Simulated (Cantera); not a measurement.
Thermodynamics of iron carbonyl, mercury and lead vapours, feed Hg + N2

Feed: 1 mol Hg, 0.23 mol N2, at 1077 °C and 65.0 mbar.

Cantera equilibrium calculation (NASA polynomials, part measured and part estimated; ideal gas, pure solids and liquids). Candidate condensed phases: Hg; 3 gas species. Kinetics and transport are ignored.

```
Property                              Value
--------------------------------  ---------
x(Hg)                                 0.813
x(N2)                                 0.187
gas amount                        1.230 mol
log10 activity of Hg(l) (absent)      -3.81
```
